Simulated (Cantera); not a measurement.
# Moist CO burnout

An isothermal, constant-pressure homogeneous reactor starts with 1.65 % CO, 1.26 % O2, 0.145 % H2O, 96.9 % N2, equivalence ratio 0.65, at 1275 K and 2.60 bar.

Model: GRI-Mech 3.0 (53 species, 325 reactions), integrated in Cantera.

| t (s) | x CO | x O2 | x H2O | x HO2 | x NO2 | x O |
|---|---|---|---|---|---|---|
| 0.000400 | 0.0165 | 0.0126 | 0.00145 | 9.10e-9 | <1e-12 | 5.66e-8 |
| 0.00116 | 0.0165 | 0.0126 | 0.00145 | 5.21e-7 | <1e-12 | 2.50e-6 |
| 0.00336 | 0.0116 | 0.0100 | 0.00136 | 4.65e-6 | 1.14e-9 | 0.000293 |
| 0.00975 | 0.00280 | 0.00576 | 0.00142 | 2.41e-6 | 6.23e-9 | 7.43e-5 |
| 0.0283 | 0.000444 | 0.00461 | 0.00146 | 9.87e-7 | 2.06e-8 | 1.16e-5 |
| 0.0820 | 5.05e-5 | 0.00442 | 0.00146 | 2.11e-7 | 4.72e-8 | 1.47e-6 |
| 0.238 | 4.10e-6 | 0.00440 | 0.00147 | 2.31e-8 | 3.99e-8 | 1.83e-7 |
| 0.690 | 2.77e-7 | 0.00440 | 0.00147 | 2.82e-9 | 1.61e-8 | 3.62e-8 |
| 2.00 | 3.48e-8 | 0.00440 | 0.00147 | 4.88e-10 | 5.96e-9 | 8.64e-9 |
x: mole fraction; the columns are a selection and need not sum to one.

Equilibrium at this temperature and pressure: CO 1.44e-8, O2 0.00437, H2O 0.00147, HO2 2.48e-10, NO2 1.51e-7, O 4.61e-9 (gas phase only).
